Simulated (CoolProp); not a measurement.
Vapour-liquid equilibrium of R141b (1) + n-pentane (2) at 343.2 K; x and y are mole fractions of (1).

The numbers come from the multi-fluid Helmholtz-energy mixture model, Lemmon 2006 and Thol 2019; pair parameters Bell 2016 in CoolProp.

| x | bubble pressure (bar) | y at the bubble point | dew pressure at overall composition x (bar) | liquid density (mol/L) |
|---|---|---|---|---|
| 0.05 | 2.932 | 0.076 | 2.901 | 8.011 |
| 0.15 | 3.079 | 0.202 | 3.020 | 8.147 |
| 0.25 | 3.186 | 0.306 | 3.130 | 8.294 |
| 0.35 | 3.262 | 0.398 | 3.225 | 8.452 |
| 0.45 | 3.314 | 0.483 | 3.296 | 8.621 |
| 0.55 | 3.346 | 0.567 | 3.341 | 8.802 |
| 0.65 | 3.358 | 0.652 | 3.358 | 8.995 |
| 0.75 | 3.352 | 0.741 | 3.351 | 9.199 |
| 0.85 | 3.328 | 0.837 | 3.323 | 9.415 |
| 0.95 | 3.284 | 0.943 | 3.280 | 9.643 |

y crosses x between x = 0.65 and 0.75: the model has an azeotrope there.

Pair parameters are fitted to limited data, so mixtures are less certain than the pure fluids.
